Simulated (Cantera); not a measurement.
What does this Cantera script print?

```python
import numpy as np
import cantera as ct

gas_names = """
    H HNO HNO2 HNO3 HO2 H2 H2O H2O2 N NH NH2 NH3 NH2OH NO NO2 NO3 N2 N2H2 N2H4 N2O O OH O2 O3 Pb PbO Pb2
""".split()
cond_names = """
    H2O(s) H2O(L) Pb(cr) Pb(L) PbO(rd) PbO(yw) PbO(L) PbO2(s) Pb3O4(s)
""".split()


# ... load() reads the species with a 1 bar reference pressure and builds the phases ...
atoms = {
    'Pb': {'Pb': 1},
    'O2': {'O': 2},
    'N2': {'N': 2},
    'H2': {'H': 2},
}
top_T = {'Pb3O4(s)': 820}  # K; cautious upper limits of use, not melting points


# ... equilibrate(T, P, feed) seeds the gas with the atoms and calls Mixture.equilibrate('TP', solver="vcs", rtol=1e-11, max_steps=5000) ...
results = []
feed = {'Pb': 1, 'O2': 1.2, 'N2': 4.9, 'H2': 0.35}  # mol
for P in [10, 68, 460, 3200, 22000, 150000, 1000000]:
    for T in [475, 550, 625, 700, 775, 850, 925, 1000, 1075, 1150, 1225, 1300, 1375]:
        mix = equilibrate(T, P, feed)
        results.append((T, P, feed, dict(zip(mix.species_names, mix.species_moles))))

for T, P, feed, n in results:
    print(f"{T:7g} {P:10.4g}  " + (" + ".join(c for c in cond_names if n.get(c, 0) > 1e-12) or "gas only"))
```

Output:

```
    475         10  PbO(rd)
    550         10  PbO(rd)
    625         10  PbO(rd)
    700         10  PbO(rd)
    775         10  PbO(yw)
    850         10  PbO(yw)
    925         10  PbO(yw)
   1000         10  PbO(yw)
   1075         10  PbO(yw)
   1150         10  gas only
   1225         10  gas only
   1300         10  gas only
   1375         10  gas only
    475         68  PbO(rd)
    550         68  PbO(rd)
    625         68  PbO(rd)
    700         68  PbO(rd)
    775         68  PbO(yw)
    850         68  PbO(yw)
    925         68  PbO(yw)
   1000         68  PbO(yw)
   1075         68  PbO(yw)
   1150         68  PbO(yw)
   1225         68  gas only
   1300         68  gas only
   1375         68  gas only
    475        460  Pb3O4(s)
    550        460  PbO(rd)
    625        460  PbO(rd)
    700        460  PbO(rd)
    775        460  PbO(yw)
    850        460  PbO(yw)
    925        460  PbO(yw)
   1000        460  PbO(yw)
   1075        460  PbO(yw)
   1150        460  PbO(yw)
   1225        460  PbO(L)
   1300        460  PbO(L)
   1375        460  gas only
    475       3200  Pb3O4(s)
    550       3200  PbO(rd)
    625       3200  PbO(rd)
    700       3200  PbO(rd)
    775       3200  PbO(yw)
    850       3200  PbO(yw)
    925       3200  PbO(yw)
   1000       3200  PbO(yw)
   1075       3200  PbO(yw)
   1150       3200  PbO(yw)
   1225       3200  PbO(L)
   1300       3200  PbO(L)
   1375       3200  PbO(L)
    475    2.2e+04  Pb3O4(s)
    550    2.2e+04  Pb3O4(s)
    625    2.2e+04  PbO(rd)
    700    2.2e+04  PbO(rd)
    775    2.2e+04  PbO(yw)
    850    2.2e+04  PbO(yw)
    925    2.2e+04  PbO(yw)
   1000    2.2e+04  PbO(yw)
   1075    2.2e+04  PbO(yw)
   1150    2.2e+04  PbO(yw)
   1225    2.2e+04  PbO(L)
   1300    2.2e+04  PbO(L)
   1375    2.2e+04  PbO(L)
    475    1.5e+05  Pb3O4(s)
    550    1.5e+05  Pb3O4(s)
    625    1.5e+05  PbO(rd) + Pb3O4(s)
    700    1.5e+05  PbO(rd)
    775    1.5e+05  PbO(yw)
    850    1.5e+05  PbO(yw)
    925    1.5e+05  PbO(yw)
   1000    1.5e+05  PbO(yw)
   1075    1.5e+05  PbO(yw)
   1150    1.5e+05  PbO(yw)
   1225    1.5e+05  PbO(L)
   1300    1.5e+05  PbO(L)
   1375    1.5e+05  PbO(L)
    475      1e+06  PbO2(s) + Pb3O4(s)
    550      1e+06  Pb3O4(s)
    625      1e+06  Pb3O4(s)
    700      1e+06  PbO(rd)
    775      1e+06  PbO(yw)
    850      1e+06  PbO(yw)
    925      1e+06  PbO(yw)
   1000      1e+06  PbO(yw)
   1075      1e+06  PbO(yw)
   1150      1e+06  PbO(yw)
   1225      1e+06  PbO(L)
   1300      1e+06  PbO(L)
   1375      1e+06  PbO(L)
```

These are equilibrium values from Cantera (NASA tables, ideal gas, pure condensed phases), not measurements of a reactor.
